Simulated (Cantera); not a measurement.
Feed: 1 mol Fe, a varied amount of SO2, 9.7 mol CO, equilibrated at 1798.15 K and 0.195 Torr.

Cantera equilibrium calculation (NASA polynomials, part measured and part estimated; ideal gas, pure solids and liquids). Candidate condensed phases: C, Fe, Fe(CO)5, FeO, FeS, FeSO4, FeS2, Fe2O3, Fe2(SO4)3, Fe3O4, S; 25 gas species. The tables' stoichiometric FeO is somewhat more stable than real wüstite, so its field is too wide. FeO: taken at fixed stoichiometry. Kinetics and transport are ignored.

### Question
Which condensed phases are stable at each of these points (n(SO2) (mol)): 0.17, 0.62, 1.1, 1.5, 2, 2.4, 2.9, 3.3, 3.8, 4.2, 4.7?

### Answer
| n(SO2) (mol) | condensed phases | Fe condensed (%) |
|---|---|---|
| 0.17 | gas only | 0.0 |
| 0.62 | gas only | 0.0 |
| 1.1 | gas only | 0.0 |
| 1.5 | FeO(l) | 6.1 |
| 2 | FeO(l) | 16.9 |
| 2.4 | FeO(l) | 22.8 |
| 2.9 | FeO(l) | 28.1 |
| 3.3 | FeO(l) | 31.1 |
| 3.8 | FeO(l) | 34.0 |
| 4.2 | FeO(l) | 35.7 |
| 4.7 | FeO(l) | 37.4 |

From 0.17 mol SO2 to 1.1 mol SO2 nothing is condensed. From 1.5 mol SO2 to 4.7 mol SO2 the condensed part is FeO(l).
